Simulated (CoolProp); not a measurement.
Vapour-liquid equilibrium of ethylene (1) + propane (2) at 166.8 K; x and y are mole fractions of (1).

Model: multi-fluid Helmholtz-energy mixture model, Smukala 2000 and Lemmon 2009; pair parameters Bell 2016, in CoolProp.

### Question
Give the bubble pressure and the first vapour's composition at x = 0.5, 0.65, 0.95. Is there an azeotrope?

### Answer
x = 0.5: 0.4846 bar, y = 0.981; x = 0.65: 0.5987 bar, y = 0.989; x = 0.95: 0.8259 bar, y = 0.998. No azeotrope shows between x = 0.05 and 0.95.

Pair parameters are fitted to limited data, so mixtures are less certain than the pure fluids.
